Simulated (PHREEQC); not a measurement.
Consider water at 25 °C with 6 mol NaOH, 0.0087 mol K2SO4 and 0.19 mol LiCl per kg of water. Closed to the air; pH follows from the charge balance.

The numbers come from PHREEQC with the Pitzer model, pitzer.dat.

| quantity | before | after |
|---|---|---|
| pH | 15.12 | 14.79 |
| SI of Halite (NaCl) | -1.70 | -1.74 |
| SI of Thenardite (Na2SO4) | -1.98 | -1.96 |

Question: What was changed between the two runs?
A) NaOH replaced by NaBr at the same molality
B) diluted 10-fold with water
C) temperature from 25 to 35 °C

Answer: C, temperature from 25 to 35 °C

This is a speciation only: nothing precipitates in the calculation. In brines, pH and single-ion activities rest on the MacInnes convention.
